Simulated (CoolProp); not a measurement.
Properties of water along the isotherm 262.25 °C.

The numbers come from the reference Helmholtz-energy equation of state, Wagner 2002 in CoolProp.

| p (MPa) | phase | speed of sound (m/s) | Joule-Thomson coefficient (K/MPa) |
|---|---|---|---|
| 11.1 | liquid | ? | ? |
| 22.2 | liquid | 1189 | ? |
| 33.3 | liquid | ? | ? |
| 44.4 | liquid | 1287 | ? |
| 55.6 | liquid | 1329 | -0.05798 |
| 66.7 | liquid | 1369 | ? |
| 77.8 | liquid | 1405 | -0.08024 |
| 88.9 | liquid | 1440 | ? |
| 100 | liquid | 1473 | -0.09697 |

### Question
Fill in the missing entries.

### Answer

- 11.1, speed of sound (m/s): 1132
- 11.1, Joule-Thomson coefficient (K/MPa): 0.02239
- 22.2, Joule-Thomson coefficient (K/MPa): -0.005085
- 33.3, speed of sound (m/s): 1241
- 33.3, Joule-Thomson coefficient (K/MPa): -0.02644
- 44.4, Joule-Thomson coefficient (K/MPa): -0.04364
- 66.7, Joule-Thomson coefficient (K/MPa): -0.06997
- 88.9, Joule-Thomson coefficient (K/MPa): -0.08915
